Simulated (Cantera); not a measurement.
A closed system holds: 1 mol Ta₂O₅, 6.5 mol C, 2.1 mol CO, at 1398 K and 120 Pa.

Equilibrium computed with Cantera from the NASA thermochemical tables; the gas is ideal and each condensed phase is pure. Candidate condensed phases: C, Ta, TaC, Ta₂O₅; 15 gas species. Mutual solubility and eutectic melting of coexisting phases are not modelled. TaC: taken at fixed stoichiometry. Condensed phases not in the tables: Ta₂C. Kinetics and transport are ignored.

Base state: CO 1.000, CO₂ 0.000307 (mole fractions); condensed: TaC(s) + Ta₂O₅(s).

Problem. What changes in the equilibrium state with this change: pressure from 120 Pa to 37000 Pa?

Solution. 
```
species          before    after
-------------  --------  -------
CO                1.000    0.998
CO₂            0.000307  0.00158
TaC(s), mol        1.86     1.86
Ta₂O₅(s), mol    0.0711   0.0699
```

Problem. What changes in the equilibrium state with this change: temperature from 1398 K to 2200 K?

Solution. 
```
species          before     after
-------------  --------  --------
CO                1.000     1.000
TaO               <1e-9  0.000140
CO₂            0.000307   2.77e-5
TaO₂              <1e-9   2.69e-5
TaC(s), mol        1.86      1.50
Ta₂O₅(s), mol    0.0711         0
Ta(s), mol            0     0.497
```
Condensed phases not in the tables: Ta₂C, N, O or C dissolved in the metal.
